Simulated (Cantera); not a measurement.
An isothermal, constant-pressure homogeneous reactor starts with NH3 : N2 = 1 : 7.3 (molar parts), at 2075 K and 10.00 Torr.

Computed with Cantera and the gas-phase N/H chemistry of the illustrative SiF4/NH3 mechanism in the Surface Chemkin manual (1991). Walls and surfaces, which speed up NH3 decomposition in real reactors, are not modelled.

One state of this run: x NH3 = 0.0224; x N2H4 = 1.20e-10; x N = 3.09e-6; x H = 0.000370; x NH2 = 0.000187; x N2 = 0.846; x N2H2 = 2.73e-7. x: mole fraction; the columns are a selection and need not sum to one.

Task: Which value of t (s) does it belong to?
(A) 0.00245
(B) 0.0903
(C) 1.00
(D) 0.300

Result: C, 1.00
